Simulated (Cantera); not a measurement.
An isothermal, constant-pressure homogeneous reactor starts with CH4 : CO2 = 1 : 1.3 (molar parts), at 1425 K and 5.00 bar. Integrator tolerance rtol = 1e-08.

Model: GRI-Mech 3.0 (53 species, 325 reactions), integrated in Cantera.

Problem. What does this change do: CH4 1 to 3 parts?

Solution. 
```tsv
quantity	before	after
x(CH4) at 20.0 s	0.120 (gas-phase equilibrium 0.000230)	0.270 (gas-phase equilibrium 0.210)
x(CO2) at 20.0 s	0.146 (gas-phase equilibrium 0.0244)	0.0445 (gas-phase equilibrium 1.31e-5)
x(O) at 20.0 s	<1e-12 (gas-phase equilibrium <1e-12)	<1e-12 (gas-phase equilibrium <1e-12)
x(H2O) at 20.0 s	0.155 (gas-phase equilibrium 0.0456)	0.102 (gas-phase equilibrium 3.27e-5)
x(CH2) at 20.0 s	1.98e-10 (gas-phase equilibrium <1e-12)	2.31e-10 (gas-phase equilibrium 7.34e-11)
x(C2H) at 20.0 s	2.42e-10 (gas-phase equilibrium <1e-12)	3.20e-10 (gas-phase equilibrium 3.73e-11)
x(OH) at 20.0 s	2.50e-8 (gas-phase equilibrium 4.73e-9)	1.36e-8 (gas-phase equilibrium 3.45e-12)
```
GRI-Mech 3.0 stops at C3 and has no aromatics, soot or wall deposition, so with more carbon than oxygen in the feed, carbon stays in small species such as C2H2 where larger ones or solid carbon would form.
